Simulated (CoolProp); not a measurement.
The numbers come from the reference Helmholtz-energy equation of state, Thol 2019 in CoolProp.

Task: For decamethylcyclopentasiloxane (D5), give the phase and the density (kg/m³), cp (kJ/(kg K)), Joule-Thomson coefficient (K/MPa), isothermal compressibility (1/MPa) at 140.05 °C and 12 bar; 140.05 °C and 35.9 bar; 140.05 °C and 47.9 bar.

Result: 
- 140.05 °C and 12 bar: liquid; density 833, cp 1.87, Joule-Thomson coefficient -0.292, isothermal compressibility 0.00371
- 140.05 °C and 35.9 bar: liquid; density 840, cp 1.86, Joule-Thomson coefficient -0.310, isothermal compressibility 0.00335
- 140.05 °C and 47.9 bar: liquid; density 843, cp 1.86, Joule-Thomson coefficient -0.318, isothermal compressibility 0.00320
